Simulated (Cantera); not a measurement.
## Oxide etching and cleaning by halides: MgO + Cl2 + O2 + N2

Input: 1 mol MgO, 7.2 mol Cl2, 0.087 mol O2, 0.0084 mol N2, equilibrated at 0.00133 bar.

These are equilibrium values from Cantera (NASA tables, ideal gas, pure condensed phases), not measurements of a reactor. Candidate condensed phases: Mg, MgCl2, MgO; 18 gas species. Rates play no part.

From 1425 K to 1875 K nothing is condensed. The main Mg-bearing gas is MgCl2 throughout.

```tsv
T (K)	x Cl	x Cl2	x MgCl2	x O2	x O	x N2
1425	0.531	0.319	0.0942	0.0552	8.93e-6	0.000785
1475	0.637	0.223	0.0874	0.0512	1.78e-5	0.000726
1525	0.723	0.147	0.0819	0.0480	3.40e-5	0.000678
1575	0.784	0.0917	0.0780	0.0457	6.27e-5	0.000644
1625	0.824	0.0559	0.0754	0.0442	0.000112	0.000620
1675	0.848	0.0339	0.0739	0.0432	0.000194	0.000604
1725	0.863	0.0207	0.0729	0.0426	0.000328	0.000593
1775	0.871	0.0129	0.0724	0.0421	0.000538	0.000585
1825	0.876	0.00814	0.0720	0.0418	0.000860	0.000578
1875	0.880	0.00525	0.0718	0.0414	0.00134	0.000571
```
x: gas mole fraction; nothing condenses.
